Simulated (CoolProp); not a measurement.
Neopentane along the isotherm 550 K: Z from the reference equation and from simpler models built on Tc = 433.7 K, pc = 3196 kPa, ω = 0.196; each cubic takes its own stable root.

Model: reference Helmholtz-energy equation of state, Lemmon 2006, in CoolProp. It is a short technical equation, of lower accuracy than the large ones.

| p (kPa) | phase | reference |
|---|---|---|
| 369 | gas | 0.9822 |
| 738 | gas | 0.9642 |
| 1110 | gas | 0.9458 |
| 1480 | gas | 0.9274 |
| 1840 | gas | 0.9094 |
| 2210 | gas | 0.8907 |
| 2580 | gas | 0.8719 |
| 2950 | gas | 0.8532 |
| 3320 | supercritical | 0.8345 |
| 3690 | supercritical | 0.8159 |
| 4060 | supercritical | 0.7975 |
| 4430 | supercritical | 0.7795 |
| 4790 | supercritical | 0.7624 |

Q: How far does each simpler model (Pitzer virial, van der Waals, Redlich-Kwong, Soave-Redlich-Kwong, Peng-Robinson) lie from the reference over these 13 states: mean and median of the absolute difference, and the worst?

A: 
- Pitzer virial: mean 0.8 %, median 0.8 %, worst +1.6 % at 550 K and 4790 kPa
- van der Waals: mean 2.6 %, median 1.9 %, worst -7.1 % at 550 K and 4790 kPa
- Redlich-Kwong: mean 1.4 %, median 1.3 %, worst -2.8 % at 550 K and 4790 kPa
- Soave-Redlich-Kwong: mean 1.2 %, median 1.0 %, worst +3.0 % at 550 K and 4790 kPa
- Peng-Robinson: mean 1.2 %, median 1.3 %, worst -1.5 % at 550 K and 3690 kPa
